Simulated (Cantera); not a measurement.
Charge: 1 mol CuO, 0.82 mol F2, 1.9 mol N2, at 1398 K and 13300 Pa.

Equilibrium computed with Cantera from the NASA thermochemical tables; the gas is ideal and each condensed phase is pure. Candidate condensed phases: Cu, CuF2, CuO, Cu2O; 22 gas species. Mutual solubility and eutectic melting of coexisting phases are not modelled. The numbers say what is thermodynamically allowed, not how fast it happens.

Base state: N2 0.644, O2 0.163, CuF2 0.119, CuF 0.0735, NO 0.000571 (mole fractions); condensed: CuF2(l) + Cu2O(s).

### Question
What changes in the equilibrium state with this change: temperature from 1398 K to 1850 K?

### Answer
```csv
species,before,after
N2,0.644,0.551
CuF2,0.119,0.176
O2,0.163,0.144
CuF,0.0735,0.115
F,9.27e-6,0.0105
O,1.01e-6,0.000200
Cu,1.45e-6,1.93e-5
NO,0.000571,0.00339
"CuF2(l), mol",0.362,0
"Cu2O(s), mol",0.0358,0
```
